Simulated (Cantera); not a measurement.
Charge: 1 mol c-C4F8, a varied amount of CH4, equilibrated at 2900 K and 1.33 mbar.

Method: chemical equilibrium by Gibbs-energy minimisation in Cantera with the NASA 1993 tables (ideal gas, pure condensed phases). Candidate condensed phases: C, C6H6, C7H8, C8H18; 95 gas species. The feed counts by its element totals alone. Rates play no part.

Question: At 0.14 mol CH4, list the 6 most abundant gas species with their mole fractions, and the condensed phases.

Answer: F 0.758, C3 0.0776, CF 0.0707, HF 0.0592, C 0.0142, C2 0.00772. Condensed: C(graphite).
